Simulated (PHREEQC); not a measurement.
Dissolve 6.4 mmol/kgw H2SeO3, 10 mmol/kgw NH3 and 0.36 mmol/kgw CaCl2 at 25 °C. Closed to the air; pH follows from the charge balance.

The numbers come from PHREEQC with the ion-association model, wateq4f.dat.

Question: The ionic strength comes out as 0.0131 mol/kgw. What activity coefficients do Ca+2, Cl-, NH4+, SeO3-2, HSeO3- get?

Answer: Ca+2 0.64, Cl- 0.89, NH4+ 0.89, SeO3-2 0.63, HSeO3- 0.89.

No solid was allowed to form.
